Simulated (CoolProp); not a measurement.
m-xylene along the isotherm 620 K: Z from the reference equation and from simpler models built on Tc = 616.9 K, pc = 3.535 MPa, ω = 0.326; each cubic takes its own stable root.

Model: reference Helmholtz-energy equation of state, Zhou 2012, in CoolProp.

```
p (MPa)          phase  reference  van der Waals  Redlich-Kwong  Peng-Robinson
-------  -------------  ---------  -------------  -------------  -------------
3.93     supercritical     0.2046         0.3070         0.2663         0.2470
7.85     supercritical     0.3188         0.4658         0.3785         0.3417
11.8     supercritical     0.4464         0.6450         0.5141         0.4629
15.7     supercritical     0.5684         0.8171         0.6433         0.5788
19.6     supercritical     0.6870         0.9849         0.7684         0.6911
23.6     supercritical     0.8058          1.153         0.8932         0.8034
27.5     supercritical     0.9192          1.315          1.012         0.9106
31.4     supercritical      1.031          1.474          1.129          1.016
35.3     supercritical      1.140          1.632          1.244          1.120
```
